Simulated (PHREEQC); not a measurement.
3.6 g of hydrous ferric oxide (600 m²/g; 0.2 weak and 0.005 strong sites per Fe, Dzombak-Morel constants, diffuse double layer) in 1 kg of water with 0.005 mol/kgw of an inert sodium salt, at 25 °C; the pH is set by adding NaOH or the inert anion's acid. Oxygen alone is held at its pressure in air (log pO2 = -0.68). The system is closed to CO2. Nothing may precipitate in this run.

The numbers come from PHREEQC with the ion-association model, wateq4f.dat.

```tsv
pH	surface charge σ (C/m²)	surface potential ψ (mV)
3	0.320	206
4.33	0.160	180
5	0.096	157
5.67	0.053	129
7	0.013	62
8.33	-0.002	-12
9	-0.009	-50
9.67	-0.022	-86
11	-0.085	-147
```

Species that the database lacks are ignored. The oxide is taken as insoluble; below pH 4 it would dissolve.
